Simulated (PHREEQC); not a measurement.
# Reverse-osmosis permeate: speciation

A made-up water analysis in mg/L, 25 °C, pH 5.98, pe 9.1: Na 3.01; K 0.304; Ca 8.98; Mg 0.899; Cl 2.08; S(6) as SO4 4.09; Alkalinity as HCO3 30.4; Cu(2) 0.0727; Zn 0.227; Ba 0.266.

Valence states are taken as typed.

Equilibrium calculation in PHREEQC: ion-association model, wateq4f.dat.

```
Quantity                        Result
--------------------  ----------------
ionic strength        0.000959 mol/kgw
charge-balance error             2.4 %
```

```json
[
 {"species": "CO2", "molality": "0.00113", "activity": "0.00113", "log γ": "0.000"},
 {"species": "HCO3-", "molality": "0.000497", "activity": "0.000480", "log γ": "-0.015"},
 {"species": "Ca+2", "molality": "0.000221", "activity": "0.000193", "log γ": "-0.060"},
 {"species": "Na+", "molality": "0.000131", "activity": "0.000126", "log γ": "-0.015"},
 {"species": "Cl-", "molality": "5.87e-5", "activity": "5.67e-5", "log γ": "-0.015"},
 {"species": "SO4-2", "molality": "4.09e-5", "activity": "3.56e-5", "log γ": "-0.060"},
 {"species": "Mg+2", "molality": "3.65e-5", "activity": "3.18e-5", "log γ": "-0.060"},
 {"species": "K+", "molality": "7.77e-6", "activity": "7.51e-6", "log γ": "-0.015"},
 {"species": "Zn+2", "molality": "3.26e-6", "activity": "2.84e-6", "log γ": "-0.060"},
 {"species": "Ba+2", "molality": "1.90e-6", "activity": "1.65e-6", "log γ": "-0.060"},
 {"species": "CaSO4", "molality": "1.37e-6", "activity": "1.37e-6", "log γ": "0.000"},
 {"species": "CaHCO3+", "molality": "1.22e-6", "activity": "1.18e-6", "log γ": "-0.015"},
 {"species": "H+", "molality": "1.08e-6", "activity": "1.05e-6", "log γ": "-0.014"}
]
```

Precipitation was switched off in this run.
